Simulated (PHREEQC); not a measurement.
0.17 g of hydrous ferric oxide (600 m²/g; 0.2 weak and 0.005 strong sites per Fe, Dzombak-Morel constants, diffuse double layer) in 1 kg of water with 0.005 mol/kgw of an inert sodium salt and 1.5e-05 mol/kgw Na2HAsO4, 3.9e-06 mol/kgw Na2SO4 and 0.00067 mol/kgw ZnCl2, at 25 °C; the pH is set by adding NaOH or the inert anion's acid. Oxygen is held at 0.21 atm. CO2 from the air is kept out. Nothing may precipitate in this run.

Base run: PHREEQC, ion-association model, wateq4f.dat. Each further column changes one thing. The table gives Zn sorbed (%).

| pH | base | no electrostatic term (-no_edl) | background salt from 0.005 to 0.0005 mol/kgw | oxide from 0.17 to 0.85 g/kgw | 8e-05 mol/kgw PbCl2 added |
|---|---|---|---|---|---|
| 4 | 0.0 | 0.0 | 0.0 | 0.1 | 0.0 |
| 5.33 | 1.3 | 1.9 | 1.3 | 6.0 | 0.2 |
| 6 | 4.2 | [?] | 4.2 | 16.7 | [?] |
| 7.33 | 26.6 | [?] | 26.1 | 87.1 | [?] |
| 8.67 | 32.4 | 56.0 | 31.7 | 99.7 | 21.5 |
| 10 | 31.0 | 40.3 | 30.9 | 99.8 | 19.5 |
| 10.67 | 30.3 | 9.1 | [?] | [?] | 18.9 |
| 12 | 22.1 | 0.1 | 22.8 | 86.9 | 13.3 |

### Question
Fill in the missing entries.

### Answer

- 6, no electrostatic term (-no_edl): 11.0
- 6, 8e-05 mol/kgw PbCl2 added: 1.8
- 7.33, no electrostatic term (-no_edl): 54.2
- 7.33, 8e-05 mol/kgw PbCl2 added: 17.1
- 10.67, background salt from 0.005 to 0.0005 mol/kgw: 30.5
- 10.67, oxide from 0.17 to 0.85 g/kgw: 99.6

In at least one series the solution becomes supersaturated in solids that the run did not let form, among them Zn(OH)2-e, Zn4(OH)6SO4, Zn5(OH)8Cl2. The database has no arsenate complexes of Zn. The database has no arsenate complexes of Pb, Zn.
